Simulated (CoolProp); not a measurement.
n-butane along the isobar 12 MPa: Z from the reference equation and from simpler models built on Tc = 425.1 K, pc = 3.796 MPa, ω = 0.201; each cubic takes its own stable root.

Computed with CoolProp (reference Helmholtz-energy equation of state, Bücker 2006).

```csv
T (K),phase,reference,van der Waals,Redlich-Kwong,Soave-Redlich-Kwong,Peng-Robinson
154.9,liquid,0.7502,1.212,0.8231,0.8202,0.7327
182.3,liquid,0.6597,1.054,0.7187,0.7138,0.6369
209.6,liquid,0.5946,0.9403,0.6445,0.6379,0.5685
236.9,liquid,0.5461,0.8544,0.5902,0.5822,0.5182
264.3,liquid,0.5094,0.7882,0.5500,0.5409,0.4809
291.6,liquid,0.4819,0.7368,0.5207,0.5108,0.4539
318.9,liquid,0.4618,0.6968,0.5001,0.4900,0.4353
346.3,liquid,0.4483,0.6658,0.4872,0.4775,0.4244
373.6,liquid,0.4412,0.6427,0.4815,0.4733,0.4214
```
